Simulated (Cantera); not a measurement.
A perfectly stirred reactor is fed with NO : N2 = 1 : 0.1 (molar parts), at 1.00 bar; it is held at 1750 K, and followed from long to short residence time.

Model: GRI-Mech 3.0 (53 species, 325 reactions), integrated in Cantera.

Q: What does this change do: pressure from 1.00 bar to 0.320 bar?

A: 
```
quantity                 before     after
---------------------  --------  --------
x(NO) at τ = 3.00 s       0.580     0.738
x(N2O) at τ = 3.00 s   0.000131  0.000202
x(NO2) at τ = 3.00 s    0.00144  0.000750
x(O2) at τ = 3.00 s       0.163    0.0849
x(N2) at τ = 3.00 s       0.255     0.176
x(NO) at τ = 16.0 ms      0.905     0.908
x(N2O) at τ = 16.0 ms  0.000284  0.000212
x(NO2) at τ = 16.0 ms  0.000498  0.000222
x(O2) at τ = 16.0 ms    0.00155  0.000411
x(N2) at τ = 16.0 ms     0.0926    0.0914
```

Q: What does this change do: temperature 1750 to 1550 K?

A: 
| quantity | before | after |
|---|---|---|
| x(NO) at τ = 3.00 s | 0.580 | 0.836 |
| x(N2O) at τ = 3.00 s | 0.000131 | 0.000242 |
| x(NO2) at τ = 3.00 s | 0.00144 | 0.00166 |
| x(O2) at τ = 3.00 s | 0.163 | 0.0352 |
| x(N2) at τ = 3.00 s | 0.255 | 0.127 |
| x(NO) at τ = 16.0 ms | 0.905 | 0.909 |
| x(N2O) at τ = 16.0 ms | 0.000284 | 0.000127 |
| x(NO2) at τ = 16.0 ms | 0.000498 | 0.000247 |
| x(O2) at τ = 16.0 ms | 0.00155 | 3.94e-5 |
| x(N2) at τ = 16.0 ms | 0.0926 | 0.0910 |
